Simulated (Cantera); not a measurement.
Input: 1 mol Si, a varied amount of HF, 0.12 mol N2, equilibrated at 2.80 mbar.

Cantera equilibrium calculation (NASA polynomials, part measured and part estimated; ideal gas, pure solids and liquids). Candidate condensed phases: Si, Si3N4; 37 gas species. N2 is the only nitrogen source here; it is nearly inert below about 1500 K, so the nitride shown seldom forms there in practice. Mutual solubility and eutectic melting of coexisting phases are not modelled. The tables' values for SiF2, SiF3 are old estimates. Kinetics and transport are ignored.

**Question.** What condenses at these points (T in K, n(HF) in mol): (1675, 16); (1375, 14); (1575, 7.8); (1075, 7.8); (1175, 1.4); (1675, 1.4); (1375, 3.5)?

**Answer.** 
```
T (K)  n(HF) in mol  condensed phases  Si condensed (%)
-----  ------------  ----------------  ----------------
1675             16          gas only               0.0
1375             14          gas only               0.0
1575            7.8          gas only               0.0
1075            7.8          gas only               0.0
1175            1.4        Si + Si3N4              64.5
1675            1.4                Si              51.6
1375            3.5             Si3N4               9.5
```
